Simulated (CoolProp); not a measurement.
Properties of n-dodecane along the isotherm 620 K (Tc = 658.1 K, pc = 1818 kPa, ω = 0.574).

Computed with CoolProp (reference Helmholtz-energy equation of state, Lemmon 2004). It is a short technical equation, of lower accuracy than the large ones.

```
p (kPa)   phase  expansivity (1/kK)  conductivity (mW/(m K))
-------  ------  ------------------  -----------------------
14.4        gas               1.637                     37.0
21.1        gas               1.649                      ___
31          gas               1.666                     37.2
45.4        gas               1.691                     37.2
66.7        gas               1.730                     37.4
97.9        gas                 ___                     37.6
144         gas               1.879                     37.9
211         gas               2.024                      ___
310         gas               2.270                     39.0
454         gas               2.714                     40.1
667         gas               3.684                      ___
979         gas               6.996                     45.2
1440     liquid                 ___                     72.2
2110     liquid                 ___                     73.7
3100     liquid               3.193                     75.5
4540     liquid               2.618                      ___
```

Problem. Fill in the missing entries.

Solution. 
- 21.1, conductivity (mW/(m K)): 37.1
- 97.9, expansivity (1/kK): 1.788
- 211, conductivity (mW/(m K)): 38.3
- 667, conductivity (mW/(m K)): 41.9
- 1440, expansivity (1/kK): 4.842
- 2110, expansivity (1/kK): 3.920
- 4540, conductivity (mW/(m K)): 77.8

Thermal conductivity comes from a separate model (Huber 2004).
